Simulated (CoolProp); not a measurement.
Saturation properties of water.

Computed with CoolProp (reference Helmholtz-energy equation of state, Wagner 2002).

```tsv
T (K)	p (MPa)	enthalpy of vaporisation (kJ/kg)	liquid cp (kJ/(kg K))	vapour viscosity (µPa s)	liquid conductivity (mW/(m K))
376.9	0.1158	2246	4.220	12.4	679
388.8	0.1728	2214	4.237	12.8	682
400.8	0.2518	2180	___	13.2	683
412.7	0.3570	2146	4.282	___	683
424.7	0.4963	2109	4.311	14.0	681
436.6	0.6744	2071	4.346	14.4	678
448.6	0.9021	2030	4.387	14.8	673
460.5	1.184	1988	4.436	15.2	668
472.4	1.531	1943	4.492	15.6	661
484.4	1.956	1894	4.559	16.1	652
496.3	2.463	1844	4.636	16.5	643
508.3	3.071	1789	4.729	16.9	632
520.2	3.782	1730	4.840	17.3	620
532.2	4.620	1667	4.974	17.8	607
544.1	5.585	1599	___	18.2	593
```

Task: Fill in the missing entries.

Result: 
- 400.8, liquid cp (kJ/(kg K)): 4.257
- 412.7, vapour viscosity (µPa s): 13.6
- 544.1, liquid cp (kJ/(kg K)): 5.137

It boils at 373.1 K under 1 atm.

Viscosity comes from a separate model (Huber 2009). Thermal conductivity comes from a separate model (Huber 2012).
